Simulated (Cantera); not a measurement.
An isothermal, constant-pressure homogeneous reactor starts with CO : O2 : H2O : N2 = 0.01 : 0.027 : 0.00045 : 1 (molar parts), at 998 K and 0.460 bar.

Computed with Cantera and GRI-Mech 3.0 (53 species, 325 reactions).

x: mole fraction; the columns are a selection and need not sum to one.

```tsv
t (s)	x CO	x O2	x H2O	x NO	x H2O2	x NO2	x O
6.00e-5	0.00964	0.0260	0.000434	<1e-12	<1e-12	<1e-12	7.10e-12
0.000179	0.00964	0.0260	0.000434	<1e-12	<1e-12	<1e-12	2.11e-11
0.000534	0.00964	0.0260	0.000434	<1e-12	<1e-12	<1e-12	6.26e-11
0.00159	0.00964	0.0260	0.000434	<1e-12	<1e-12	<1e-12	1.84e-10
0.00475	0.00964	0.0260	0.000434	<1e-12	<1e-12	<1e-12	5.32e-10
0.0142	0.00964	0.0260	0.000434	<1e-12	<1e-12	<1e-12	1.49e-9
0.0423	0.00964	0.0260	0.000434	<1e-12	<1e-12	<1e-12	4.59e-9
0.126	0.00964	0.0260	0.000434	<1e-12	3.02e-11	<1e-12	…
0.377	0.00850	0.0254	0.000427	1.08e-9	2.56e-8	1.30e-11	4.27e-5
1.12	…	0.0225	0.000432	…	…	4.52e-10	…
3.35	0.000365	0.0215	0.000435	3.83e-8	9.09e-9	2.36e-9	2.44e-6
10.0	3.78e-5	0.0213	0.000436	4.26e-8	9.94e-10	6.94e-9	2.69e-7
```

Some entries are withheld; supply them.


- 0.126, x O: 4.54e-8
- 1.12, x CO: 0.00242
- 1.12, x NO: 2.06e-8
- 1.12, x H2O2: 2.30e-8
- 1.12, x O: 1.50e-5
